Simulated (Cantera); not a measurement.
A closed system holds: 1 mol SiHCl3, 5.2 mol N2, a varied amount of H2, held at 0.220 bar.

Method: chemical equilibrium by Gibbs-energy minimisation in Cantera with the NASA 1993 tables (ideal gas, pure condensed phases). Candidate condensed phases: NH4Cl, Si, Si3N4; 28 gas species. Mutual solubility and eutectic melting of coexisting phases are not modelled. The tables' values for SiCl3 are old estimates. Equilibrium is a limit: real reactors are often held back by kinetics, nucleation or transport.

Stable condensed phases, one row left out:

```
T in °C \ n(H2) in mol
         0.52 0.86  1.4  2.3  3.8  6.3   10   17
   1702     A    A    A    A    B    B    B    B
   1677     A    A    A    C    C    D    B    B
   1652     A    A    A    C    C    C    C    B
   1627     A    A    C    C    C    C    C    C
   1602     A    C    C    C    C    C    C    C
   1552     C    C    C    C    C    C    C    C
   1527     C    C    C    C    C    C    C    C
   1502     C    C    C    C    C    C    C    C
   1477     C    C    C    C    C    C    C    C
   1452     C    C    C    C    C    C    C    C
```

A: gas only; B: Si; C: Si3N4; D: Si + Si3N4.

**Question.** Give the row for 1577 °C.

**Answer.** 0.52: gas only; 0.86: Si3N4; 1.4: Si3N4; 2.3: Si3N4; 3.8: Si3N4; 6.3: Si3N4; 10: Si3N4; 17: Si3N4.
